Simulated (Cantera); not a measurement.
Charge: 1 mol Fe3O4, 0.6 mol CH4, 0.34 mol N2, equilibrated at 1200 °C and 105 Torr.

These are equilibrium values from Cantera (NASA tables, ideal gas, pure condensed phases), not measurements of a reactor. Candidate condensed phases: C, C6H6, C7H8, C8H18, Fe, Fe(CO)5, FeO, Fe(OH)2, Fe(OH)3, Fe2O3, Fe3O4, H2O; 140 gas species. Mutual solubility and eutectic melting of coexisting phases are not modelled. The tables' stoichiometric FeO is somewhat more stable than real wüstite, so its field is too wide. FeO: taken at fixed stoichiometry. Kinetics and transport are ignored.

Base state: H2 0.398, CO 0.241, H2O 0.162, N2 0.159, CO2 0.0396, H 2.14e-5 (mole fractions); condensed: Fe(γ) + FeO(s).

### Question
What changes in the equilibrium state with this change: temperature from 1200 °C to 1852 °C?

### Answer
| species | before | after |
|---|---|---|
| H2 | 0.398 | 0.373 |
| CO | 0.241 | 0.253 |
| H2O | 0.162 | 0.178 |
| CO2 | 0.0396 | 0.0240 |
| N2 | 0.159 | 0.157 |
| Fe | 5.99e-7 | 0.00971 |
| FeO | <1e-9 | 0.000122 |
| OH | 2.27e-7 | 0.000350 |
| H | 2.14e-5 | 0.00592 |
| Fe(OH)2 | 1.94e-6 | 0.000119 |
| Fe(γ), mol | 0.0321 | 0 |
| FeO(s), mol | 2.97 | 0 |
| Fe(l), mol | 0 | 0.0172 |
| FeO(l), mol | 0 | 2.96 |
Each liquid is taken as pure.
